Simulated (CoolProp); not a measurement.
A single-stage vapour-compression cycle with R407C: evaporating at 212.15 K (dew point), condensing at 261.15 K (bubble point), superheat 5 K, subcooling 8 K, compressor efficiency 0.7, no pressure losses. Each further row changes one setting.

Computed with CoolProp (reference Helmholtz-energy equation of state, Lemmon 2003). It is a pseudo-pure fit of the blend.

```
case                              cooling COP  pressure ratio  discharge temperature (K)  refrigerating effect (kJ/kg)  volumetric capacity (kJ/m³)
--------------------------------  -----------  --------------  -------------------------  ----------------------------  ---------------------------
as stated                                2.21            14.5                      340.0                           206                          260
evaporating temperature 217.15 K         2.54            10.6                      331.3                           209                          353
condensing temperature 256.15 K          2.47            12.1                      331.2                           213                          268
subcooling 13 K                          2.28            14.5                      340.0                           213                          268
superheat 15 K                           2.18            14.5                      352.2                           214                          256
compressor efficiency 0.6                1.89            14.5                      356.7                           206                          260
```
